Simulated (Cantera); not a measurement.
Charge: 1 mol Si, 0.53 mol Br2, 82 mol N2, equilibrated at 8.50 mbar.

Cantera equilibrium calculation (NASA polynomials, part measured and part estimated; ideal gas, pure solids and liquids). Candidate condensed phases: Br2, Si, Si3N4; 13 gas species. N2 is the only nitrogen source here; it is nearly inert below about 1500 K, so the nitride shown seldom forms there in practice. Rates play no part.

What share of the Si ends up in condensed phases as a function of T (K), at 1023, 1073, 1123, 1173, 1223, 1273, 1323, 1373, 1423, 1473?


```tsv
T (K)	Si condensed (%)	as
1023	73.6	Si3N4(s)
1073	73.7	Si3N4(s)
1123	73.8	Si3N4(s)
1173	73.8	Si3N4(s)
1223	73.4	Si3N4(s)
1273	71.7	Si3N4(s)
1323	68.6	Si3N4(s)
1373	65.7	Si3N4(s)
1423	64.8	Si3N4(s)
1473	65.2	Si3N4(s)
```
